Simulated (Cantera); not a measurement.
What does this Cantera script print?

```python
import numpy as np
import cantera as ct

gas_names = """
    AL ALH ALN ALO ALOH ALO2 ALO2H AL2 AL2O AL2O2 H HALO HNO HNO2 HNO3 HO2 H2 H2O H2O2 N NH NH2 NH3
    NH2OH NO NO2 NO3 N2 N2H2 N2H4 N2O O OH O2 O3
""".split()
cond_names = """
    AL(cr) AL(L) ALN(s) AL2O3(a) AL2O3(L) H2O(s) H2O(L)
""".split()


# ... load() reads the species with a 1 bar reference pressure and builds the phases ...
atoms = {
    'Al2O3': {'AL': 2, 'O': 3},
    'H2': {'H': 2},
    'N2': {'N': 2},
}
top_T = {'ALN(s)': 2750}  # K; cautious upper limits of use, not melting points


# ... equilibrate(T, P, feed) seeds the gas with the atoms and calls Mixture.equilibrate('TP', solver="vcs", rtol=1e-11, max_steps=5000) ...
results = []
feed = {'Al2O3': 1, 'H2': 340, 'N2': 52}  # mol
P = 13332.2  # Pa
for T in [1200, 1300, 1400, 1500, 1600, 1700, 1800, 1900, 2000]:
    mix = equilibrate(T, P, feed)
    results.append((T, P, feed, dict(zip(mix.species_names, mix.species_moles))))

top = {s: max(r[3][s] / sum(r[3][g] for g in gas_names) for r in results) for s in gas_names}
cols = sorted((s for s in top if top[s] > 1e-05), key=lambda s: -top[s])[:6]
seen = [c for c in cond_names if any(r[3].get(c, 0) > 1e-12 for r in results)]
print("log10 of partial pressures in bar; condensed amounts in mol")
print(f"{'T/K':>10s}" + "".join(f"{s[:9]:>10s}" for s in cols + seen))
for T, P, feed, n in results:
    ng = sum(n[g] for g in gas_names)
    print(f"{T:10.4g}" + "".join(f"{np.log10(max(n[s] / ng * P / 1e5, 1e-99)):10.3f}" for s in cols)
          + "".join(f"{n.get(c, 0):10.4g}" for c in seen))
```

Output:

```
log10 of partial pressures in bar; condensed amounts in mol
       T/K        H2        N2         H       H2O        AL      AL2O    ALN(s)  AL2O3(a)
      1200    -0.937    -1.752    -7.173    -6.951   -14.895   -18.087 0.0002195    0.9999
      1300    -0.937    -1.752    -6.425    -6.633   -12.752   -15.341 0.0004564    0.9998
      1400    -0.937    -1.752    -5.781    -6.363   -10.919   -12.995 0.0008503    0.9996
      1500    -0.937    -1.752    -5.223    -6.130    -9.333   -10.968   0.00145    0.9993
      1600    -0.937    -1.752    -4.733    -5.928    -7.948    -9.201  0.002263    0.9988
      1700    -0.937    -1.752    -4.300    -5.752    -6.728    -7.646  0.002695    0.9982
      1800    -0.937    -1.753    -3.915    -5.480    -5.820    -6.502         0    0.9963
      1900    -0.938    -1.753    -3.569    -5.006    -5.357    -5.945         0    0.9888
      2000    -0.939    -1.753    -3.258    -4.579    -4.945    -5.452         0    0.9693
```

These are equilibrium values from Cantera (NASA tables, ideal gas, pure condensed phases), not measurements of a reactor. Mutual solubility and eutectic melting of coexisting phases are not modelled. Condensed phases not in the tables: aluminium oxynitride.
